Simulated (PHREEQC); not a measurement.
Solution A (0.0034 mol/kgw Cu(NO3)2, 0.15 mol/kgw H2SO4 and 0.0016 mol/kgw NaCl) is mixed with solution B (0.0064 mol Ag2SO4 per kg of water) at 20 °C; shares are by mass of water, 1 kg in all. O2 is buffered at 0.21 atm. The system is closed to CO2. Precipitation was switched off in this run.

Model: ion-association model, wateq4f.dat, run in PHREEQC.

```csv
share of solution B,pH,Ag+ (mol/kgw),HSO4- (mol/kgw),AgCl (mol/kgw),CuSO4 (mol/kgw),SO4-2 (mol/kgw)
0,0.85,0,0.124,0,0.00105,0.0253
0.1,0.89,0.000622,0.110,0.000528,0.000959,0.0242
0.2,0.94,0.00156,0.0971,0.000752,0.000864,?
0.3,?,0.00267,?,0.000797,0.000766,0.0219
0.4,1.05,?,0.0708,0.000755,0.000666,0.0205
0.5,1.12,0.00508,0.0579,0.000668,0.000562,0.0191
0.6,1.21,0.00634,?,0.000557,0.000454,0.0174
0.7,1.32,0.00764,0.0327,0.000430,0.000344,0.0155
0.8,?,0.00898,?,0.000293,0.000230,0.0132
0.9,1.75,0.0104,0.00937,0.000149,0.000113,?
1,6.95,0.0120,3.77e-8,0,0,0.00564
```

Q: What belongs in the gaps?

A: 
- 0.2, SO4-2 (mol/kgw): 0.0231
- 0.3, pH: 0.99
- 0.3, HSO4- (mol/kgw): 0.0839
- 0.4, Ag+ (mol/kgw): 0.00385
- 0.6, HSO4- (mol/kgw): 0.0452
- 0.8, pH: 1.48
- 0.8, HSO4- (mol/kgw): 0.0207
- 0.9, SO4-2 (mol/kgw): 0.0103

Along this series the solution becomes supersaturated in solids that the run did not let form, among them Cerargyrite.
